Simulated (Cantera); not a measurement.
Mixture: 34.1 % H2, 11.4 % O2, 54.6 % N2, equivalence ratio 1.5, at 210000 Pa, adiabatic and at constant pressure. Ignition delay is the time to a rise of 400 K.

Model: the H2/O2 subset of GRI-Mech 3.0, which has no nitrogen chemistry, integrated in Cantera. The hydrogen kinetics of GRI-Mech 3.0 are dated; newer H2 mechanisms differ, most at raised pressure. Below about 950 K walls govern HO2 and H2O2 in real vessels.

Problem. Predict: delay at 873 K; delay at 948 K; delay at 1023 K; delay at 1098 K; delay at 1173 K; delay at 1248 K; apparent activation energy between 1098 and 1248 K.

Solution. delay at 873 K: 0.576 s
delay at 948 K: 47.4 ms
delay at 1023 K: 1.45 ms
delay at 1098 K: 76.0 µs
delay at 1173 K: 35.4 µs
delay at 1248 K: 21.9 µs
apparent activation energy between 1098 and 1248 K: 94 kJ/mol
